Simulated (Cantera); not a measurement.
Feed: 1 mol Fe, 1 mol NH3, 110 mol N2, equilibrated at 1.33 mbar.

These are equilibrium values from Cantera (NASA tables, ideal gas, pure condensed phases), not measurements of a reactor. Candidate condensed phases: Fe; 10 gas species. The numbers say what is thermodynamically allowed, not how fast it happens.

x: gas mole fraction; n: condensed amount in mol.

```tsv
T (K)	x N2	x H2	x Fe	x H	x N	n Fe(γ)	n Fe(δ)
1223	0.987	0.0134	(withheld)	9.53e-7	<1e-12	1.000	0
1273	0.987	0.0134	(withheld)	2.26e-6	<1e-12	1.000	0
1323	0.987	0.0134	(withheld)	5.03e-6	<1e-12	1.000	0
1373	0.987	0.0134	(withheld)	1.06e-5	<1e-12	0.999	0
1423	0.987	0.0134	(withheld)	2.10e-5	<1e-12	0.998	0
1473	0.987	0.0134	(withheld)	4.01e-5	<1e-12	0.993	0
1523	0.986	0.0134	(withheld)	7.31e-5	2.95e-12	0.980	0
1573	0.986	0.0133	(withheld)	0.000129	9.81e-12	0.945	0
1623	0.985	0.0133	(withheld)	0.000218	3.03e-11	0.859	0
1673	0.983	0.0132	(withheld)	0.000358	8.74e-11	0	0.662
1723	0.980	0.0130	(withheld)	0.000570	2.37e-10	0	0.228
1773	0.977	0.0128	0.00885	0.000882	6.08e-10	0	0
1823	0.977	0.0126	0.00884	0.00133	1.48e-9	0	0
```

### Question
Some entries are withheld; supply them.

### Answer

- 1223, x Fe: 7.93e-8
- 1273, x Fe: 3.73e-7
- 1323, x Fe: 1.56e-6
- 1373, x Fe: 5.85e-6
- 1423, x Fe: 2.00e-5
- 1473, x Fe: 6.27e-5
- 1523, x Fe: 0.000182
- 1573, x Fe: 0.000493
- 1623, x Fe: 0.00125
- 1673, x Fe: 0.00301
- 1723, x Fe: 0.00684
